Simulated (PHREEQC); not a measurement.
Consider water at 5 °C with 20 mmol/kgw NaOH, 0.075 mmol/kgw H3BO3 and 6.5 mmol/kgw K3PO4. It is in equilibrium with CO2 at log p = 0 (atm). Otherwise closed; pH follows from the charge balance.

All values are PHREEQC results (ion-association model, phreeqc.dat), not measurements.

Task: The ionic strength comes out as 0.0399 mol/kgw. What activity coefficients do HCO3-, CO3-2, H2PO4-, KHPO4-, NaHPO4- get?

Result: HCO3- 0.85, CO3-2 0.51, H2PO4- 0.85, KHPO4- 0.85, NaHPO4- 0.85.

Precipitation was switched off in this run. At this temperature some constants are extrapolated from 25 °C, and those without enthalpy data are left unchanged.
